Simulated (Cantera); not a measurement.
A perfectly stirred reactor is fed with C2H6 : O2 : N2 : H2O = 1 : 6.6 : 24.8 : 1.9 (molar parts), equivalence ratio 0.53, at 5.00 bar; it is adiabatic with a 773 K inlet, and is followed from long to short residence time, starting on the burning branch (τ in s: 0.079, 0.039, 0.019, 0.0094, 0.0046, 0.0023, 0.0011, 0.00056, 0.00027, 0.00013, 6.6e-05, 3.3e-05).

Computed with Cantera and GRI-Mech 3.0 (53 species, 325 reactions).

What does this change do: pressure from 5.00 bar to 10.0 bar?


```
quantity                                                                      before                               after
------------------------------------------------  ----------------------------------  ----------------------------------
blow-out, bracketed by the residence times tried  burning at 66.0 µs, out at 33.0 µs  burning at 66.0 µs, out at 33.0 µs
x(C2H6) at τ = 79.0 ms                                                       4.17e-7                             2.81e-7
x(O2) at τ = 79.0 ms                                                          0.0889                              0.0889
x(H2O) at τ = 79.0 ms                                                          0.140                               0.140
x(C2H4) at τ = 79.0 ms                                                       1.44e-6                             9.87e-7
x(H) at τ = 79.0 ms                                                          2.46e-6                             1.16e-6
x(C2H6) at τ = 1.10 ms                                                       1.18e-5                             9.78e-6
x(O2) at τ = 1.10 ms                                                          0.0896                              0.0896
x(H2O) at τ = 1.10 ms                                                          0.139                               0.140
x(C2H4) at τ = 1.10 ms                                                       3.18e-5                             3.04e-5
x(H) at τ = 1.10 ms                                                          6.52e-5                             2.00e-5
```

What does this change do: 2.2 parts CO2 added?


```tsv
quantity	before	after
blow-out, bracketed by the residence times tried	burning at 66.0 µs, out at 33.0 µs	burning at 0.130 ms, out at 66.0 µs
x(C2H6) at τ = 79.0 ms	4.17e-7	6.94e-7
x(O2) at τ = 79.0 ms	0.0889	0.0837
x(H2O) at τ = 79.0 ms	0.140	0.132
x(C2H4) at τ = 79.0 ms	1.44e-6	2.44e-6
x(H) at τ = 79.0 ms	2.46e-6	1.44e-6
x(C2H6) at τ = 1.10 ms	1.18e-5	1.66e-5
x(O2) at τ = 1.10 ms	0.0896	0.0849
x(H2O) at τ = 1.10 ms	0.139	0.131
x(C2H4) at τ = 1.10 ms	3.18e-5	4.37e-5
x(H) at τ = 1.10 ms	6.52e-5	5.54e-5
```
